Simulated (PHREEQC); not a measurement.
# Metal-bearing waste water

Consider water at 40 °C with 0.0028 mol FeCl3, 0.23 mol H2SO4 and 0.0028 mol Na2SO4 per kg of water. Closed to the air; pH follows from the charge balance.

Model: ion-association model, phreeqc.dat, run in PHREEQC.

Each row changes one thing in this solution. No solid was allowed to form.

```csv
case,pH,ionic strength (mol/kgw),HSO4- (mol/kgw),SO4-2 (mol/kgw),FeHSO4+2 (mol/kgw),FeSO4+ (mol/kgw),SI of Hematite (Fe2O3),SI of Goethite (FeOOH)
as made,0.71,0.285,0.207,0.0226,0.00148,0.00109,-0.75,-1.41
H2SO4 replaced by KHSO4 at the same molality,1.21,0.353,0.150,0.0566,0.000679,0.00159,+1.87,-0.10
0.0079 mol/kgw LiOH added,0.72,(withheld),0.206,(withheld),0.00146,0.00110,-0.69,-1.38
temperature from 40 to 90 °C,0.74,0.255,(withheld),0.00725,0.00180,0.000792,+2.45,+0.10
H2SO4 from 0.23 to 0.046 mol/kgw,1.33,0.0771,0.0350,0.0108,0.000510,0.00194,+3.81,(withheld)
diluted 10-fold with water,1.58,0.0387,0.0156,0.00741,2.74e-5,(withheld),+3.63,+0.78
FeCl3 from 0.0028 to 0.00252 mol/kgw,0.71,0.285,0.207,0.0226,0.00133,0.000977,-0.84,-1.46
diluted 2-fold with water,0.98,0.153,0.0985,0.0163,0.000507,0.000747,+0.67,-0.70
```

Task: Complete the blanks.

Result: 
- 0.0079 mol/kgw LiOH added, ionic strength (mol/kgw): 0.287
- 0.0079 mol/kgw LiOH added, SO4-2 (mol/kgw): 0.0232
- temperature from 40 to 90 °C, HSO4- (mol/kgw): 0.223
- H2SO4 from 0.23 to 0.046 mol/kgw, SI of Goethite (FeOOH): +0.87
- diluted 10-fold with water, FeSO4+ (mol/kgw): 0.000217

Complexes and solids missing from the database can't appear. Some of these states are supersaturated (in Hematite (slow to form), Goethite (slow to form), for instance). Constants without temperature data keep their 25 °C values here.
